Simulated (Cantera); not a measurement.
An isothermal, constant-pressure homogeneous reactor starts with 30.3 % CH4, 69.7 % CO2, at 1725 K and 750 Torr.

Detailed kinetics in Cantera: GRI-Mech 3.0 (53 species, 325 reactions).

x: mole fraction; the columns are a selection and need not sum to one.

```tsv
t (s)	x CH4	x CO2	x H2	x CH2CO	x C2H4	x H2O
2.00e-6	0.303	0.697	1.52e-5	<1e-12	1.68e-9	5.83e-7
6.83e-6	0.303	0.697	5.38e-5	<1e-12	1.05e-7	2.13e-6
2.33e-5	0.303	0.697	0.000193	3.66e-12	4.58e-6	7.75e-6
7.95e-5	0.301	0.697	0.000876	1.72e-10	0.000128	3.64e-5
0.000271	0.294	0.695	0.00575	1.01e-8	0.00179	0.000284
0.000926	___	0.677	___	___	___	___
0.00316	0.184	0.608	0.105	1.33e-5	0.00668	0.0261
0.0108	0.0905	0.458	0.128	5.85e-5	0.00202	0.116
0.0368	0.0223	0.269	0.0952	0.000138	0.000564	0.232
0.126	0.0124	0.185	0.135	6.50e-5	0.000342	0.213
0.429	___	___	___	___	___	___
1.46	0.00197	0.100	0.223	1.18e-6	1.23e-5	0.151
5.00	7.76e-6	0.0969	0.229	1.57e-9	5.30e-10	0.148
```

Problem. Fill in the missing entries.

Solution. 
- 0.000926, x CH4: 0.259
- 0.000926, x H2: 0.0373
- 0.000926, x CH2CO: 7.22e-7
- 0.000926, x C2H4: 0.0100
- 0.000926, x H2O: 0.00333
- 0.429, x CH4: 0.00760
- 0.429, x CO2: 0.127
- 0.429, x H2: 0.189
- 0.429, x CH2CO: 1.53e-5
- 0.429, x C2H4: 0.000147
- 0.429, x H2O: 0.174
